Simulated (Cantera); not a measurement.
Charge: 1 mol SiHCl₃, 0.028 mol HCl, 620 mol H₂, held at 2050 K and 22.0 mbar.

These are equilibrium values from Cantera (NASA tables, ideal gas, pure condensed phases), not measurements of a reactor. Candidate condensed phases: Si; 19 gas species. The tables' values for SiCl are old estimates; treat these amounts as uncertain. Gases not in the tables: Si₂H₆ and higher silanes. Rates play no part.

Base state: H₂ 0.979, H 0.0151, HCl 0.00471, Si 0.00136, SiH 0.000121, Cl 5.39e-5, SiH₂ 5.32e-5, SiCl 2.26e-5 (mole fractions); condensed: gas only.

Q: What changes in the equilibrium state with this change: temperature from 2050 K to 2198 K?

A: 
```json
[
 {"species": "H₂", "before": "0.979", "after": "0.957"},
 {"species": "H", "before": "0.0151", "after": "0.0367"},
 {"species": "HCl", "before": "0.00471", "after": "0.00462"},
 {"species": "Si", "before": "0.00136", "after": "0.00144"},
 {"species": "SiCl₂", "before": "1.99e-5", "after": "3.77e-6"},
 {"species": "Cl", "before": "5.39e-5", "after": "0.000129"}
]
```

Q: What changes in the equilibrium state with this change: pressure from 22.0 mbar to 76.0 mbar?

A: 
```csv
species,before,after
H₂,0.979,0.986
H,0.0151,0.00817
HCl,0.00471,0.00468
Si,0.00136,0.00102
SiH₂,5.32e-5,0.000138
SiCl₂,1.99e-5,5.03e-5
Si₂,6.16e-6,1.19e-5
"Si(l), mol",0,0.102
```
